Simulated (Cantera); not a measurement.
# Low-pressure radical oxidation in H2/O2

An isothermal, constant-pressure homogeneous reactor starts with H₂ : O₂ : N₂ = 0.043 : 1 : 2 (molar parts), equivalence ratio 0.021, at 1025 K and 260 Pa.

Detailed kinetics in Cantera: GRI-Mech 3.0 (53 species, 325 reactions). Radical loss at walls, strong at low pressure, is not modelled.

```
t (s)         x H₂   x O₂       x H    x H₂O₂     x H₂O
--------  --------  -----  --------  --------  --------
3.00e-6     0.0141  0.329    <1e-12    <1e-12    <1e-12
1.09e-5     0.0141  0.329    <1e-12    <1e-12    <1e-12
3.93e-5     0.0141  0.329    <1e-12    <1e-12    <1e-12
0.000142    0.0141  0.329  2.34e-12    <1e-12    <1e-12
0.000516    0.0141  0.329  7.74e-12    <1e-12    <1e-12
0.00187     0.0141  0.329  2.34e-11    <1e-12  4.42e-12
0.00676     0.0141  0.329  1.00e-10    <1e-12  1.28e-10
0.0245      0.0141  0.329   4.15e-9    <1e-12   1.17e-8
0.0887      0.0105  0.326   0.00111   1.00e-8   0.00274
0.321     0.000187  0.319   0.00247   3.65e-9    0.0125
1.16      0.000124  0.320   0.00128   3.98e-9    0.0132
4.21       3.80e-5  0.323  0.000209   4.36e-9    0.0140
15.3       4.47e-6  0.324   8.43e-6   3.47e-9    0.0142
55.2       4.00e-7  0.324   2.31e-7   1.49e-9    0.0142
200        4.61e-8  0.324   9.23e-9  4.03e-10    0.0142
```
x: mole fraction; the columns are a selection and need not sum to one.

Equilibrium at this temperature and pressure: H₂ 8.93e-11, O₂ 0.324, H <1e-12, H₂O₂ 1.59e-12, H₂O 0.0142 (gas phase only).
